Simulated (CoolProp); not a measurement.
Vapour pressure (kPa) of n-undecane: the reference equation beside estimates from Tc = 365.7 °C, pc = 1990 kPa, ω = 0.539. Clausius-Clapeyron is anchored at 259.75 °C with a constant enthalpy of vaporisation of 34.31 kJ/mol.

Model: reference Helmholtz-energy equation of state, Aleksandrov 2011, in CoolProp. It is a short technical equation, of lower accuracy than the large ones.

```json
[
 {"T (°C)": "210.75", "reference": "144.3", "Clausius-Clapeyron": "178.1", "Redlich-Kwong": "327.7", "Peng-Robinson": "146.6"},
 {"T (°C)": "223.05", "reference": "189.2", "Clausius-Clapeyron": "220.0", "Redlich-Kwong": "395.5", "Peng-Robinson": "192.5"},
 {"T (°C)": "235.25", "reference": "243.9", "Clausius-Clapeyron": "268.6", "Redlich-Kwong": "471.8", "Peng-Robinson": "248.6"},
 {"T (°C)": "247.55", "reference": "310.7", "Clausius-Clapeyron": "325.3", "Redlich-Kwong": "558.4", "Peng-Robinson": "317.2"},
 {"T (°C)": "259.75", "reference": "390.1", "Clausius-Clapeyron": "390.1", "Redlich-Kwong": "654.6", "Peng-Robinson": "399.1"},
 {"T (°C)": "272.05", "reference": "485.1", "Clausius-Clapeyron": "464.5", "Redlich-Kwong": "762.3", "Peng-Robinson": "497.2"},
 {"T (°C)": "284.35", "reference": "597.3", "Clausius-Clapeyron": "548.9", "Redlich-Kwong": "881.4", "Peng-Robinson": "613.0"},
 {"T (°C)": "296.55", "reference": "727.5", "Clausius-Clapeyron": "643.2", "Redlich-Kwong": "1011", "Peng-Robinson": "747.3"},
 {"T (°C)": "308.85", "reference": "880.5", "Clausius-Clapeyron": "749.6", "Redlich-Kwong": "1155", "Peng-Robinson": "904.7"},
 {"T (°C)": "321.15", "reference": "1058", "Clausius-Clapeyron": "868.1", "Redlich-Kwong": "1311", "Peng-Robinson": "1086"},
 {"T (°C)": "333.35", "reference": "1263", "Clausius-Clapeyron": "998.3", "Redlich-Kwong": "1479", "Peng-Robinson": "1293"},
 {"T (°C)": "345.65", "reference": "1503", "Clausius-Clapeyron": "1143", "Redlich-Kwong": "1662", "Peng-Robinson": "1532"}
]
```

Absolute difference from the reference over all 12 rows, mean and median: Clausius-Clapeyron 13.0 and 13.2 %, Redlich-Kwong 58.6 and 52.4 %, Peng-Robinson 2.3 and 2.3 %.
